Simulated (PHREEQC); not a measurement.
Solution (10 °C): 0.014 mol HF and 0.0013 mol (CH3)4NF per kg of water. Closed to the air; pH follows from the charge balance.

Equilibrium calculation in PHREEQC: ion-association model, wateq4f.dat.

This is a speciation only: nothing precipitates in the calculation.

Q: Order these F species by the share of F that they hold, largest first: HF, F-, H2F2, HF2-.

A: HF (67 %), F- (25 %), H2F2 (6.1 %), HF2- (1.7 %)

The pH is 2.60 and the ionic strength 0.00395 mol/kgw. Complexes and solids missing from the database can't appear. (CH3)4N+ isn't in the database: it is added as a free cation with an ion size of 4 Å. wateq4f.dat counts part of the HF as a dimer, H2F2, which phreeqc.dat doesn't know; its constant is uncertain. Constants without temperature data keep their 25 °C values here.
